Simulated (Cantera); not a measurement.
## Pyrogenic steam for wet oxidation

A perfectly stirred reactor is fed with 3.20 % H₂, 6.04 % O₂, 90.6 % N₂, 0.139 % H₂O, at 12000 Pa; it is held at 1375 K, and followed from long to short residence time.

Detailed kinetics in Cantera: the H2/O2 subset of GRI-Mech 3.0, which has no nitrogen chemistry.

```json
[
 {"τ (s)": "2.0", "x H₂": "7.15e-5", "x O₂": "0.0450", "x H": "3.17e-5", "x OH": "0.000325", "x HO₂": "5.02e-7", "x O": "0.000162", "x H₂O₂": "3.28e-8"},
 {"τ (s)": "1.1", "x H₂": "0.000106", "x O₂": "0.0450", "x H": "5.74e-5", "x OH": "0.000396", "x HO₂": "6.44e-7", "x O": "0.000241", "x H₂O₂": "4.18e-8"},
 {"τ (s)": "0.57", "x H₂": "0.000162", "x O₂": "0.0449", "x H": "0.000110", "x OH": "0.000492", "x HO₂": "8.18e-7", "x O": "0.000372", "x H₂O₂": "5.38e-8"},
 {"τ (s)": "0.31", "x H₂": "0.000239", "x O₂": "0.0448", "x H": "0.000199", "x OH": "0.000599", "x HO₂": "9.87e-7", "x O": "0.000553", "x H₂O₂": "6.67e-8"},
 {"τ (s)": "0.17", "x H₂": "0.000348", "x O₂": "0.0448", "x H": "0.000355", "x OH": "0.000726", "x HO₂": "1.15e-6", "x O": "0.000812", "x H₂O₂": "8.08e-8"},
 {"τ (s)": "0.089", "x H₂": "0.000517", "x O₂": "0.0446", "x H": "0.000653", "x OH": "0.000887", "x HO₂": "1.31e-6", "x O": "0.00122", "x H₂O₂": "9.69e-8"},
 {"τ (s)": "0.048", "x H₂": "0.000744", "x O₂": "0.0445", "x H": "0.00114", "x OH": "0.00107", "x HO₂": "1.44e-6", "x O": "0.00176", "x H₂O₂": "1.12e-7"},
 {"τ (s)": "0.026", "x H₂": "0.00104", "x O₂": "0.0444", "x H": "0.00192", "x OH": "0.00126", "x HO₂": "1.55e-6", "x O": "0.00250", "x H₂O₂": "1.25e-7"},
 {"τ (s)": "0.014", "x H₂": "0.00143", "x O₂": "0.0443", "x H": "0.00310", "x OH": "0.00147", "x HO₂": "1.62e-6", "x O": "0.00344", "x H₂O₂": "1.35e-7"},
 {"τ (s)": "0.0074", "x H₂": "0.00190", "x O₂": "0.0442", "x H": "0.00472", "x OH": "0.00168", "x HO₂": "1.67e-6", "x O": "0.00456", "x H₂O₂": "1.42e-7"}
]
```
x: mole fraction; the columns are a selection and need not sum to one.
